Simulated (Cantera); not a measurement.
Feed: 1 mol H2S, 0.039 mol SO2, equilibrated at 1675 °C and 1000 Pa.

Equilibrium computed with Cantera from the NASA thermochemical tables; the gas is ideal and each condensed phase is pure. Candidate condensed phases: H2O, H2SO4, S; 19 gas species. Rates play no part.

Base state: H2 0.573, S2 0.307, H2O 0.0434, SH 0.0266, H2S 0.0217, S 0.0124, H 0.00857, SO 0.00569 (mole fractions); condensed: gas only.

What changes in the equilibrium state with this change: temperature from 1675 °C to 3200 °C?


```tsv
species	before	after
H	0.00857	0.626
S	0.0124	0.332
O	6.50e-7	0.0220
H2	0.573	0.0127
H2S	0.0217	2.97e-6
H2O	0.0434	3.42e-5
S2	0.307	0.00157
SH	0.0266	0.00206
O2	2.14e-8	2.29e-5
S2O	0.000182	1.95e-7
```

What changes in the equilibrium state with this change: temperature from 1675 °C to 2677 °C?


```tsv
species	before	after
H	0.00857	0.485
S	0.0124	0.320
H2	0.573	0.129
H2S	0.0217	0.000194
H2O	0.0434	0.00214
S2	0.307	0.0215
SO	0.00569	0.0186
SH	0.0266	0.0156
O	6.50e-7	0.00597
O2	2.14e-8	3.95e-5
OH	5.87e-5	0.00257
```
